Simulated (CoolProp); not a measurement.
Model: reference Helmholtz-energy equation of state, Thol 2019, in CoolProp.

Task: For tetradecamethylhexasiloxane (MD4M), give the phase and the density (kg/m³), cv (kJ/(kg K)), isothermal compressibility (1/MPa), expansivity (1/kK) at 284.45 °C and 0.101 MPa.

Result: 
- 284.45 °C and 0.101 MPa: gas; density 11.1, cv 1.96, isothermal compressibility 11.1, expansivity 2.67
